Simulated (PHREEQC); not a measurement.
1 kg of water holding 0.032 mol NaCl, 0.11 mol Na2SO4 and 0.038 mol Na2CO3 is evaporated at 25 °C; the solids stay in contact with the brine. No CO2 enters from the air. The run lets Burkeite, Halite, Mirabilite, Nahcolite, Natron, Thenardite, Trona precipitate or redissolve, and no other solid.

The series has 28 steps of water left (kg), from 1 to 0.005045.

Equilibrium calculation in PHREEQC: Pitzer model, pitzer.dat.

Q: Which solids form, in which order, and at which step of the series does each first stand?

A: Mirabilite from water left = 0.06374 kg (pH 11.49), last present at water left = 0.01855 kg; Burkeite from water left = 0.02316 kg (pH 11.74); Thenardite from water left = 0.01855 kg (pH 11.68); Halite from water left = 0.006126 kg (pH 11.28).
